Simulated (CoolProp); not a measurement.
Properties of 1-butene along the isobar 46.4 bar (Tc = 419.3 K, pc = 40.06 bar, ω = 0.192).

The numbers come from the reference Helmholtz-energy equation of state, Lemmon 2005 in CoolProp. It is a short technical equation, of lower accuracy than the large ones.

```json
[
 {"T (K)": "335.2", "phase": "liquid", "speed of sound (m/s)": "742.0", "Joule-Thomson coefficient (K/MPa)": "-0.1230"},
 {"T (K)": "345.9", "phase": "liquid", "speed of sound (m/s)": "687.3", "Joule-Thomson coefficient (K/MPa)": "-0.04597"},
 {"T (K)": "356.5", "phase": "liquid", "speed of sound (m/s)": "632.4", "Joule-Thomson coefficient (K/MPa)": "0.04967"},
 {"T (K)": "367.2", "phase": "liquid", "speed of sound (m/s)": "575.8", "Joule-Thomson coefficient (K/MPa)": "0.1749"},
 {"T (K)": "377.8", "phase": "liquid", "speed of sound (m/s)": "517.9", "Joule-Thomson coefficient (K/MPa)": "0.3434"},
 {"T (K)": "388.5", "phase": "liquid", "speed of sound (m/s)": "456.6", "Joule-Thomson coefficient (K/MPa)": "0.5897"},
 {"T (K)": "399.1", "phase": "liquid", "speed of sound (m/s)": "391.1", "Joule-Thomson coefficient (K/MPa)": "0.9800"},
 {"T (K)": "409.8", "phase": "liquid", "speed of sound (m/s)": "316.2", "Joule-Thomson coefficient (K/MPa)": "1.731"},
 {"T (K)": "420.4", "phase": "supercritical", "speed of sound (m/s)": "222.4", "Joule-Thomson coefficient (K/MPa)": "3.848"}
]
```
